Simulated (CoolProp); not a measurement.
Values from CoolProp's reference Helmholtz-energy equation of state, Thol 2019.

Question: For tetradecamethylhexasiloxane (MD4M), give the phase and the cv (kJ/(kg K)), speed of sound (m/s) at 620 K and 0.0262 MPa.

Answer: 
- 620 K and 0.0262 MPa: gas; cv 2.07, speed of sound 105
